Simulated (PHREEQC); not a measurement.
Dissolve 0.002 mol Ni(NO3)2, 0.00035 mol H3BO3 and 0.1 mol H2SO4 per kg of water at 5 °C. Closed to the air; pH follows from the charge balance.

Equilibrium calculation in PHREEQC: ion-association model, wateq4f.dat.

| quantity | before | after |
|---|---|---|
| pH | 0.99 | 1.25 |
| ionic strength (mol/kgw) | 0.155 | 0.0870 |
| HSO4- (mol/kgw) | 0.0741 | 0.0324 |
| SO4-2 (mol/kgw) | 0.0253 | 0.0173 |
| SI of Morenosite (NiSO4:7H2O) | -2.90 | -3.21 |

Question: What was changed between the two runs?
A. H3BO3 left out
B. diluted 2-fold with water
C. Ni(NO3)2 replaced by NiSO4 at the same molality
D. H3BO3 replaced by Na2B4O7 at the same molality
E. 0.021 mol/kgw CdSO4 added

Answer: B, diluted 2-fold with water

Precipitation was switched off in this run. Away from 25 °C the constants follow the database's enthalpies or fits; those with neither stay at their 25 °C values.
